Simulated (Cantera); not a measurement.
What does this Cantera script print?

```python
import numpy as np
import cantera as ct

gas = ct.Solution("gri30.yaml")
gas.TPX = 1500, 2400000, {'CH4': 1, 'CO2': 0.15, 'H2': 0.06}
reactor = ct.IdealGasConstPressureReactor(gas, energy="off", clone=False)
net = ct.ReactorNet([reactor])
net.rtol, net.atol = 1e-08, 1e-18
show = ['CH4', 'CO2', 'H2', 'H2O2', 'HO2', 'H2O', 'C2H6']
times = np.geomspace(1e-05, 2, 11)

steps = ct.SolutionArray(gas, extra=["t"])
rows = []
print(f"{'t/s':>10s}{'T/K':>9s}{'P/Pa':>11s}" + "".join(f"{s:>11s}" for s in show))
for t in times:
    while net.time < t:
        t_next = net.step()
        steps.append(gas.state, t=t_next)
    rows.append([np.interp(t, steps.t, y) for y in (steps.T, steps.P, *steps(*show).X.T)])
    print(f"{t:10.3e}{rows[-1][0]:9.1f}{rows[-1][1]:11.4g}" + "".join(f"{x:11.3e}" for x in rows[-1][2:]))
rate = np.gradient(steps.T, steps.t)
print("integrator steps:", len(steps.t))
if steps.T.max() > steps.T[0] + 200:
    print(f"time of steepest temperature rise: {steps.t[rate.argmax()]:.4e} s")
gas.TPX = 1500, 2400000, {'CH4': 1, 'CO2': 0.15, 'H2': 0.06}
gas.equilibrate("TP")
print(f"equilibrium (TP): T = {gas.T:.1f} K  " + "  ".join(f"{s} {gas[s].X[0]:.3e}" for s in show))
```

It prints:

```
       t/s      T/K       P/Pa        CH4        CO2         H2       H2O2        HO2        H2O       C2H6
 1.000e-05   1500.0    2.4e+06  8.264e-01  1.240e-01  4.962e-02  1.606e-18  2.329e-18  5.509e-07  1.031e-05
 3.389e-05   1500.0    2.4e+06  8.262e-01  1.240e-01  4.970e-02  2.034e-18  2.716e-18  2.949e-06  8.007e-05
 1.149e-04   1500.0    2.4e+06  8.256e-01  1.239e-01  4.998e-02  2.244e-18  2.893e-18  1.167e-05  3.174e-04
 3.893e-04   1500.0    2.4e+06  8.236e-01  1.239e-01  5.108e-02  2.895e-18  3.391e-18  4.532e-05  9.951e-04
 1.320e-03   1500.0    2.4e+06  8.157e-01  1.235e-01  5.604e-02  4.746e-18  4.583e-18  1.903e-04  2.112e-03
 4.472e-03   1500.0    2.4e+06  7.856e-01  1.213e-01  7.687e-02  1.110e-17  7.734e-18  8.497e-04  2.284e-03
 1.516e-02   1500.0    2.4e+06  6.956e-01  1.127e-01  1.407e-01  6.084e-17  1.946e-17  4.308e-03  2.001e-03
 5.137e-02   1500.0    2.4e+06  5.436e-01  8.435e-02  2.321e-01  1.107e-15  6.349e-17  2.431e-02  2.854e-03
 1.741e-01   1500.0    2.4e+06  4.766e-01  3.123e-02  2.336e-01  8.953e-15  7.317e-17  7.207e-02  3.207e-03
 5.901e-01   1500.0    2.4e+06  4.640e-01  1.348e-02  2.340e-01  1.096e-14  4.672e-17  8.060e-02  3.124e-03
 2.000e+00   1500.0    2.4e+06  4.647e-01  1.133e-02  2.514e-01  5.882e-15  2.497e-17  6.120e-02  2.915e-03
integrator steps: 1128
equilibrium (TP): T = 1500.0 K  CH4 4.405e-01  CO2 8.175e-06  H2 3.268e-01  H2O2 1.647e-21  HO2 7.725e-24  H2O 3.688e-05  C2H6 2.015e-03
```

Detailed kinetics in Cantera: GRI-Mech 3.0 (53 species, 325 reactions). GRI-Mech 3.0 stops at C3 and has no aromatics, soot or wall deposition, so with more carbon than oxygen in the feed, carbon stays in small species such as C2H2 where larger ones or solid carbon would form. The pressure lies above the range GRI-Mech 3.0 was tuned for (to about 10 atm).
